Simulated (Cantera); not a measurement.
A closed system holds: 1 mol Si, 4 mol HCl, 5.8 mol H₂, at 2.50 bar.

Method: chemical equilibrium by Gibbs-energy minimisation in Cantera with the NASA 1993 tables (ideal gas, pure condensed phases). Candidate condensed phases: Si; 19 gas species. Rates play no part. All values below are at 623 K.

Base state: H₂ 0.884, SiCl₄ 0.112, HCl 0.00214, SiHCl₃ 0.00213 (mole fractions); condensed: gas only.

Task: What changes in the equilibrium state with this change: 0.45 mol N₂ added?

Result: 
```
species         before    after
-------------  -------  -------
H₂               0.884    0.753
HCl            0.00214    0.151
SiCl₄            0.112   0.0697
N₂                   0   0.0199
NH₃                  0  0.00655
SiHCl₃         0.00213  1.61e-5
Si₃N₄(s), mol        0    0.117
```
N₂ is the only nitrogen source here; it is nearly inert below about 1500 K, so the nitride shown seldom forms there in practice. Further candidate phases: NH₄Cl, Si₃N₄.
